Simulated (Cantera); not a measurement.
A perfectly stirred reactor is fed with 71.9 % N₂O, 28.1 % N₂, at 0.0286 atm; it is held at 1425 K, and followed from long to short residence time.

Computed with Cantera and GRI-Mech 3.0 (53 species, 325 reactions). GRI-Mech 3.0 was tuned for natural gas; its chemistry of N2O as a main component is partial and can be far from experiment. Radical loss at walls, strong at low pressure, is not modelled. The temperature is held fixed by assumption; the heat of reaction is taken as removed at once.

x: mole fraction; the columns are a selection and need not sum to one.

| τ (s) | x N₂O | x O | x NO₂ | x O₂ | x N₂ | x NO |
|---|---|---|---|---|---|---|
| 0.86 | 0.412 | 3.34e-5 | [?] | 0.0895 | 0.451 | 0.0473 |
| 0.38 | 0.541 | 3.35e-5 | [?] | 0.0519 | 0.380 | 0.0275 |
| 0.17 | 0.627 | 3.35e-5 | [?] | 0.0269 | 0.332 | 0.0143 |
| 0.072 | 0.677 | 3.35e-5 | [?] | 0.0123 | 0.304 | 0.00653 |
| 0.032 | 0.700 | 3.34e-5 | [?] | 0.00564 | 0.291 | 0.00299 |
| 0.014 | 0.711 | 3.33e-5 | [?] | 0.00249 | 0.285 | 0.00132 |
| 0.0061 | 0.716 | 3.28e-5 | [?] | 0.00108 | 0.283 | 0.000573 |
| 0.0027 | 0.718 | 3.19e-5 | [?] | 0.000465 | 0.281 | 0.000247 |
| 0.0012 | 0.719 | 3.00e-5 | 8.12e-10 | 0.000195 | 0.281 | 0.000103 |

**Question.** Fill in the missing entries.

**Answer.** 
- 0.86, x NO₂: 1.23e-5
- 0.38, x NO₂: 6.28e-6
- 0.17, x NO₂: 2.82e-6
- 0.072, x NO₂: 1.04e-6
- 0.032, x NO₂: 3.46e-7
- 0.014, x NO₂: 9.42e-8
- 0.0061, x NO₂: 2.15e-8
- 0.0027, x NO₂: 4.43e-9
